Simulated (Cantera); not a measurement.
Mixture: CH4 : O2 : N2 = 1 : 3.57 : 13.4 (molar parts), equivalence ratio 0.56, at 1.01 bar, adiabatic and at constant pressure. Ignition delay is the time to a rise of 400 K.

Computed with Cantera and GRI-Mech 3.0 (53 species, 325 reactions).

Task: What does this change do: pressure from 1.01 bar to 6.00 bar?

Result: 
```json
[
 {"quantity": "delay at 1075 K", "before": "0.227 s", "after": "35.3 ms"},
 {"quantity": "delay at 1150 K", "before": "69.6 ms", "after": "12.1 ms"},
 {"quantity": "delay at 1225 K", "before": "23.4 ms", "after": "4.56 ms"},
 {"quantity": "delay at 1300 K", "before": "8.63 ms", "after": "1.86 ms"},
 {"quantity": "delay at 1375 K", "before": "3.48 ms", "after": "0.808 ms"},
 {"quantity": "delay at 1450 K", "before": "1.54 ms", "after": "0.374 ms"},
 {"quantity": "delay at 1525 K", "before": "0.757 ms", "after": "0.184 ms"},
 {"quantity": "apparent activation energy between 1375 and 1525 K", "before": "180 kJ/mol", "after": "170 kJ/mol"}
]
```

Task: What does this change do: pressure from 1.01 bar to 8.20 bar?

Result: 
| quantity | before | after |
|---|---|---|
| delay at 1075 K | 0.227 s | 25.3 ms |
| delay at 1150 K | 69.6 ms | 8.68 ms |
| delay at 1225 K | 23.4 ms | 3.32 ms |
| delay at 1300 K | 8.63 ms | 1.38 ms |
| delay at 1375 K | 3.48 ms | 0.610 ms |
| delay at 1450 K | 1.54 ms | 0.287 ms |
| delay at 1525 K | 0.757 ms | 0.143 ms |
| apparent activation energy between 1375 and 1525 K | 180 kJ/mol | 170 kJ/mol |
